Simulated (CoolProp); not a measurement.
Oxygen along the isotherm -59.85 °C: density (kg/m³) from the reference equation and from simpler models built on Tc = -118.6 °C, pc = 5.046 MPa, ω = 0.022; each cubic takes its own stable root.

Model: reference Helmholtz-energy equation of state, Schmidt 1985, in CoolProp.

| p (MPa) | phase | reference | van der Waals | Redlich-Kwong | Peng-Robinson |
|---|---|---|---|---|---|
| 3.15 | gas | 61.58 | 62.14 | 61.77 | 62.59 |
| 6.31 | supercritical | 134.5 | 138.4 | 135.0 | 138.3 |
| 9.46 | supercritical | 219.6 | 232.1 | 219.3 | 226.2 |
| 12.6 | supercritical | 312.5 | 331.8 | 308.9 | 319.9 |
| 15.8 | supercritical | 404.0 | 412.0 | 394.5 | 410.7 |
| 18.9 | supercritical | 479.4 | 466.6 | 465.3 | 487.6 |
| 22.1 | supercritical | 541.8 | 507.8 | 525.6 | 554.6 |
| 25.2 | supercritical | 590.1 | 538.7 | 574.1 | 609.3 |
| 28.4 | supercritical | 630.8 | 564.6 | 616.4 | 657.4 |
| 31.5 | supercritical | 663.8 | 585.5 | 651.6 | 697.7 |
| 34.7 | supercritical | 693.0 | 604.1 | 683.4 | 734.2 |
| 37.8 | supercritical | 717.6 | 619.8 | 710.6 | 765.5 |
| 41 | supercritical | 740.1 | 634.2 | 735.8 | 794.5 |
| 44.2 | supercritical | 760.4 | 647.0 | 758.5 | 820.7 |
| 47.3 | supercritical | 778.1 | 658.3 | 778.6 | 843.8 |
| 50.5 | supercritical | 794.9 | 668.9 | 797.6 | 865.8 |
